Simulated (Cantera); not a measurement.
Ignition delay

Mixture: 37.1 % H2, 13.2 % O2, 49.7 % N2, equivalence ratio 1.4, at 9.87 atm, adiabatic and at constant volume. Ignition delay is the time to a rise of 400 K.

Cantera simulation using GRI-Mech 3.0 (53 species, 325 reactions); the numbers are that mechanism's predictions, not measurements. The hydrogen kinetics of GRI-Mech 3.0 are dated; newer H2 mechanisms differ, most at raised pressure. Below about 950 K walls govern HO2 and H2O2 in real vessels.

```tsv
T0 (K)	delay (ms)
925	44.0
1025	3.94
1125	0.418
1225	0.0261
1325	0.00393
1425	0.00199
1525	0.00129
1625	0.000932
1725	0.000719
```

The apparent activation energy between 1525 and 1725 K comes out as 64 kJ/mol.
